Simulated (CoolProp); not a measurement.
Values from CoolProp's reference Helmholtz-energy equation of state, Lemmon 2005.

Problem. Give the vapour pressure (bar), liquid density (kg/m³), vapour density (kg/m³), enthalpy of vaporisation (kJ/kg) of saturated R125 at -29.35, -24.15, -11.35 °C.

Solution. 
```
T (°C)  p (bar)  liquid density (kg/m³)  vapour density (kg/m³)  enthalpy of vaporisation (kJ/kg)
------  -------  ----------------------  ----------------------  --------------------------------
-29.35     2.34                    1440                    15.0                               153
-24.15     2.88                    1420                    18.3                               150
-11.35     4.61                    1370                    28.9                               142
```
